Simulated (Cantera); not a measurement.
Cantera run, input and output.

```python
import numpy as np
import cantera as ct

gas = ct.Solution("gri30.yaml")
gas.TPX = 1850, 23000, {'CH4': 1, 'N2': 15, 'H2O': 0.25}
reactor = ct.IdealGasConstPressureReactor(gas, energy="off", clone=False)
net = ct.ReactorNet([reactor])
net.rtol, net.atol = 1e-08, 1e-18
show = ['CH4', 'C2H4', 'HCN', 'H', 'CH2', 'C2H6', 'CH3']
times = np.geomspace(0.0004, 5, 10)

steps = ct.SolutionArray(gas, extra=["t"])
rows = []
print(f"{'t/s':>10s}{'T/K':>9s}{'P/Pa':>11s}" + "".join(f"{s:>11s}" for s in show))
for t in times:
    while net.time < t:
        t_next = net.step()
        steps.append(gas.state, t=t_next)
    rows.append([np.interp(t, steps.t, y) for y in (steps.T, steps.P, *steps(*show).X.T)])
    print(f"{t:10.3e}{rows[-1][0]:9.1f}{rows[-1][1]:11.4g}" + "".join(f"{x:11.3e}" for x in rows[-1][2:]))
rate = np.gradient(steps.T, steps.t)
print("integrator steps:", len(steps.t))
if steps.T.max() > steps.T[0] + 200:
    print(f"time of steepest temperature rise: {steps.t[rate.argmax()]:.4e} s")
gas.TPX = 1850, 23000, {'CH4': 1, 'N2': 15, 'H2O': 0.25}
gas.equilibrate("TP")
print(f"equilibrium (TP): T = {gas.T:.1f} K  " + "  ".join(f"{s} {gas[s].X[0]:.3e}" for s in show))
```

Output:

```
       t/s      T/K       P/Pa        CH4       C2H4        HCN          H        CH2       C2H6        CH3
 4.000e-04   1850.0    2.3e+04  6.017e-02  1.510e-04  8.985e-10  6.363e-06  7.778e-07  1.516e-05  9.705e-04
 1.141e-03   1850.0    2.3e+04  5.334e-02  2.090e-03  4.737e-08  3.651e-05  3.414e-06  7.955e-05  2.095e-03
 3.255e-03   1850.0    2.3e+04  3.014e-02  2.196e-03  9.958e-07  1.290e-04  3.755e-06  4.454e-05  1.602e-03
 9.283e-03   1850.0    2.3e+04  1.217e-02  2.716e-04  4.021e-06  2.095e-04  2.102e-06  8.018e-06  7.055e-04
 2.648e-02   1850.0    2.3e+04  3.824e-03  3.732e-05  9.819e-06  2.861e-04  1.037e-06  1.028e-06  2.624e-04
 7.553e-02   1850.0    2.3e+04  1.487e-03  1.395e-05  1.923e-05  3.439e-04  5.555e-07  1.877e-07  1.154e-04
 2.154e-01   1850.0    2.3e+04  1.067e-03  1.133e-05  3.816e-05  3.594e-04  3.815e-07  9.189e-08  8.116e-05
 6.145e-01   1850.0    2.3e+04  6.676e-04  9.578e-06  7.417e-05  3.670e-04  2.096e-07  3.240e-08  4.818e-05
 1.753e+00   1850.0    2.3e+04  2.306e-04  8.749e-06  1.193e-04  3.694e-04  6.592e-08  3.672e-09  1.608e-05
 5.000e+00   1850.0    2.3e+04  4.997e-05  8.690e-06  1.494e-04  3.697e-04  1.403e-08  2.324e-10  3.468e-06
integrator steps: 1525
equilibrium (TP): T = 1850.0 K  CH4 1.970e-05  C2H4 1.515e-06  HCN 3.540e-02  H 3.699e-04  CH2 5.536e-09  C2H6 3.736e-11  CH3 1.367e-06
```

Cantera simulation using GRI-Mech 3.0 (53 species, 325 reactions); the numbers are that mechanism's predictions, not measurements. GRI-Mech 3.0 stops at C3 and has no aromatics, soot or wall deposition, so with more carbon than oxygen in the feed, carbon stays in small species such as C2H2 where larger ones or solid carbon would form.
